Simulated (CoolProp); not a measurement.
2000 sccm (0 °C, 1 atm) of nitrogen bubbles through liquid water at 338.6 K and leaves saturated at a total pressure of 0.15 MPa (ideal gas phase). Each further row changes one setting.

Model: reference Helmholtz-energy equation of state, Wagner 2002, in CoolProp.

```
case                      vapour pressure (kPa)  mole fraction of vapour  delivery (mg/min)  delivery (sccm)  change of delivery for a bath 1 K warmer (%)
------------------------  ---------------------  -----------------------  -----------------  ---------------  --------------------------------------------
as stated                                  25.5                    0.170                330              411                                           5.5
bath temperature 343.6 K                   31.8                    0.212                433              538                                           5.6
total pressure 0.3 MPa                     25.5                   0.0852                150              186                                           5.0
```
